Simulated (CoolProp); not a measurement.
Dodecamethylpentasiloxane (MD3M) along the isobar 0.101 MPa: density (kg/m³) from the reference equation and from simpler models built on Tc = 354.9 °C, pc = 0.9540 MPa, ω = 0.730; each cubic takes its own stable root.

Model: reference Helmholtz-energy equation of state, Thol 2019, in CoolProp.

```
T (°C)   phase  reference
------  ------  ---------
202.55  liquid      687.7
212.15  liquid      676.2
221.85  liquid      664.3
231.45     gas      10.36
241.05     gas      10.07
250.65     gas      9.796
260.25     gas      9.545
269.95     gas      9.309
279.55     gas      9.092
289.15     gas      8.887
298.75     gas      8.695
308.35     gas      8.513
317.95     gas      8.340
327.65     gas      8.175
337.25     gas      8.019
346.85     gas      7.871
```

How far does each simpler model (Redlich-Kwong, Soave-Redlich-Kwong, Peng-Robinson) lie from the reference over these 16 states: mean and median of the absolute difference, and the worst?


- Redlich-Kwong: mean 19.8 %, median 1.8 %, worst -98.5 % at 221.85 °C and 0.101 MPa
- Soave-Redlich-Kwong: mean 2.8 %, median 0.8 %, worst -11.5 % at 221.85 °C and 0.101 MPa
- Peng-Robinson: mean 0.4 %, median 0.2 %, worst -1.4 % at 231.45 °C and 0.101 MPa

At some of these states Redlich-Kwong gives the other phase, because its saturation line lies elsewhere.
